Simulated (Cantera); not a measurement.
Input (Python, Cantera) and output of one run.

```python
import numpy as np
import cantera as ct

gas_names = """
    CL CL2 H HCL H2 Si SiCL SiCL2 SiCL3 SiCL4 SiH SiHCL3 SiH2 SiH2CL2 SiH3 SiH3CL SiH4 Si2 Si3
""".split()
cond_names = """
    Si(cr) Si(L)
""".split()


# ... load() reads the species with a 1 bar reference pressure and builds the phases ...
atoms = {
    'SiCl4': {'Si': 1, 'CL': 4},
    'H2': {'H': 2},
    'Cl2': {'CL': 2},
}
top_T = {}  # K; cautious upper limits of use, not melting points


# ... equilibrate(T, P, feed) seeds the gas with the atoms and calls Mixture.equilibrate('TP', solver="vcs", rtol=1e-11, max_steps=5000) ...
results = []
feed = {'SiCl4': 1, 'H2': 9.1, 'Cl2': 1.1}  # mol
T = 1450  # K
P = 13332.2  # Pa
mix = equilibrate(T, P, feed)
results.append((T, P, feed, dict(zip(mix.species_names, mix.species_moles))))
x = sorted(zip(gas.X, gas.species_names), reverse=True)
print(f"T = {T:g} K  P = {P:g} Pa  gas = {mix.phase_moles(0):.4g} mol")
print("   x: " + "  ".join(f"{s} {v:.3e}" for v, s in x if v > 0.0001))
print("   condensed (mol): " + ("  ".join(f"{mix.phase(i).name} {mix.phase_moles(i):.4g}"
      for i in range(1, mix.n_phases) if mix.phase_moles(i) > 1e-12) or "none"))
```

It prints:

```
T = 1450 K  P = 13332.2 Pa  gas = 11.72 mol
   x: H2 6.322e-01  HCL 2.825e-01  SiCL2 3.643e-02  SiCL4 2.706e-02  SiCL3 1.643e-02  SiHCL3 5.221e-03  SiH2CL2 1.559e-04
   condensed (mol): none
```

Method: chemical equilibrium by Gibbs-energy minimisation in Cantera with the NASA 1993 tables (ideal gas, pure condensed phases). The tables' values for SiCl3 are old estimates; treat these amounts as uncertain.
